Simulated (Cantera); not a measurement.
What does this Cantera script print?

```python
import numpy as np
import cantera as ct

gas_names = """
    Ca CaCL CaCL2 CaO CaOH CaO2H2 Ca2 CL CLO CL2 H HCL HOCL HO2 H2 H2O H2O2 O OH O2 O3
""".split()
cond_names = """
    Ca(a) Ca(b) Ca(L) CaCL2(s) CaCL2(L) CaO(s) CaO(L) CaO2H2(s) H2O(s) H2O(L)
""".split()


# ... load() reads the species with a 1 bar reference pressure and builds the phases ...
atoms = {
    'CaO': {'Ca': 1, 'O': 1},
    'HCl': {'H': 1, 'CL': 1},
    'O2': {'O': 2},
}
top_T = {}  # K; cautious upper limits of use, not melting points


# ... equilibrate(T, P, feed) seeds the gas with the atoms and calls Mixture.equilibrate('TP', solver="vcs", rtol=1e-11, max_steps=5000) ...
results = []
feed = {'CaO': 1, 'HCl': 5.5, 'O2': 6.2}  # mol
P = 2.1  # Pa
for T in [1475, 1500, 1525, 1550, 1575, 1600, 1625, 1650]:
    mix = equilibrate(T, P, feed)
    results.append((T, P, feed, dict(zip(mix.species_names, mix.species_moles))))

top = {s: max(r[3][s] / sum(r[3][g] for g in gas_names) for r in results) for s in gas_names}
cols = sorted((s for s in top if top[s] > 0.0001), key=lambda s: -top[s])[:5]
seen = [c for c in cond_names if any(r[3].get(c, 0) > 1e-12 for r in results)]
print("log10 of partial pressures in bar; condensed amounts in mol")
print(f"{'T/K':>10s}" + "".join(f"{s[:9]:>10s}" for s in cols + seen))
for T, P, feed, n in results:
    ng = sum(n[g] for g in gas_names)
    print(f"{T:10.4g}" + "".join(f"{np.log10(max(n[s] / ng * P / 1e5, 1e-99)):10.3f}" for s in cols)
          + "".join(f"{n.get(c, 0):10.4g}" for c in seen))
```

Result:

```
log10 of partial pressures in bar; condensed amounts in mol
       T/K        O2       HCL       H2O        CL     CaCL2    CaO(s)
      1475    -4.978    -5.325    -5.609    -5.808    -5.770   0.03579
      1500    -4.980    -5.342    -5.595    -5.776    -5.764   0.02083
      1525    -4.983    -5.359    -5.582    -5.745    -5.759  0.008352
      1550    -4.985    -5.376    -5.571    -5.716    -5.757         0
      1575    -4.988    -5.392    -5.562    -5.685    -5.758         0
      1600    -4.990    -5.409    -5.553    -5.657    -5.759         0
      1625    -4.994    -5.426    -5.545    -5.631    -5.760         0
      1650    -4.997    -5.444    -5.538    -5.607    -5.761         0
```

Cantera equilibrium calculation (NASA polynomials, part measured and part estimated; ideal gas, pure solids and liquids). Condensed phases not in the tables: oxide chlorides.
